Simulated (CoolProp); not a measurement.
The numbers come from the reference Helmholtz-energy equation of state, Wu 2012 in CoolProp.

Problem. For fluoroethane (R161), give the phase and the cv (kJ/(kg K)), Joule-Thomson coefficient (K/MPa), expansivity (1/kK) at 77.75 °C and 5 MPa.

Solution. 
- 77.75 °C and 5 MPa: liquid; cv 1.62, Joule-Thomson coefficient 0.737, expansivity 6.27
